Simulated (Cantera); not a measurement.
Feed: 1 mol trisilylamine, 0.17 mol NH₃, 0.5 mol N₂, at 0.300 Torr.

These are equilibrium values from Cantera (NASA tables, ideal gas, pure condensed phases), not measurements of a reactor. Candidate condensed phases: Si, Si₃N₄; 18 gas species. The feed counts by its element totals alone. Mutual solubility and eutectic melting of coexisting phases are not modelled. Equilibrium is a limit: real reactors are often held back by kinetics, nucleation or transport. All values below are at 1475 K.

Base state: H₂ 0.928, N₂ 0.0718, H 0.000625, Si 1.44e-5 (mole fractions); condensed: Si(s) + Si₃N₄(s).

Question: What changes in the equilibrium state with this change: pressure from 0.300 Torr to 7.50 Torr?

Answer: 
```csv
species,before,after
H₂,0.928,0.997
N₂,0.0718,0.00287
H,0.000625,0.000130
Si,1.44e-5,5.75e-7
"Si(s), mol",1.92,1.39
"Si₃N₄(s), mol",0.358,0.536
```
